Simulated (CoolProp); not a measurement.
Dimethyl carbonate at 312.06 K and 3.42 MPa is throttled through a valve to 2.33 MPa with no heat exchange. Each further row changes one setting.

The numbers come from the reference Helmholtz-energy equation of state, Zhou 2011 in CoolProp.

| case | temperature change (K) | final density (kg/m³) |
|---|---|---|
| as stated | +0.3 | 1050 |
| outlet pressure 0.699 MPa | +0.8 | 1040 |
| outlet pressure 3.03 MPa | +0.1 | 1050 |
